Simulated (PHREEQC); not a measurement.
Dissolve 0.024 mol NaHS, 0.00068 mol ZnCl2 and 0.00033 mol H2SO4 per kg of water at 25 °C. Closed to the air; pH follows from the charge balance.

The numbers come from PHREEQC with the ion-association model, phreeqc.dat.

This is a speciation only: nothing precipitates in the calculation.

Q: Predict the pH, specific conductance.

A: pH 8.39; specific conductance 2490 µS/cm.

Q: In which forms is Zn present?

A: Zn(HS)2 76 %, Zn(HS)3- 24 % of the Zn.

The solution is supersaturated, for example in Sphalerite (slow to form), so a real one may precipitate; this is no full list.
